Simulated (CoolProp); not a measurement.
Vapour-liquid equilibrium of hydrogen sulfide (1) + n-hexane (2) at 322.4 K; x and y are mole fractions of (1).

Values from CoolProp's multi-fluid Helmholtz-energy mixture model, Lemmon 2006 and Thol 2019; pair parameters Kunz 2012.

Question: Give the bubble pressure and the first vapour's composition at x = 0.2, 0.35, 0.95. Is there an azeotrope?

Answer: x = 0.2: 855.6 kPa, y = 0.937; x = 0.35: 1379 kPa, y = 0.961; x = 0.95: 3275 kPa, y = 0.996. No azeotrope shows between x = 0.05 and 0.95.

The pair parameters rest on a limited set of measurements; away from them the model extrapolates. The gap from Raoult's law changes sign with composition, which may be real or a fault of the pair parameters; it wasn't checked against measurements.
